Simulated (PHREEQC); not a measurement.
Solution (41 °C): 0.51 mmol/kgw KH2PO4, 12 mmol/kgw NaNO3 and 0.024 mmol/kgw HBF4. Closed to the air; pH follows from the charge balance.

The numbers come from PHREEQC with the ion-association model, wateq4f.dat.

Precipitation was switched off in this run.

### Question
Predict the pH.

### Answer
pH 4.14.

### Question
In which forms is F present?

### Answer
F- 88 %, HF 11 % of the F.

H3PO4, which wateq4f.dat lacks, is added to it with the constant of phreeqc.dat. Constants without temperature data keep their 25 °C values here. Real BF4- forms and hydrolyses slowly; the run takes it at equilibrium.
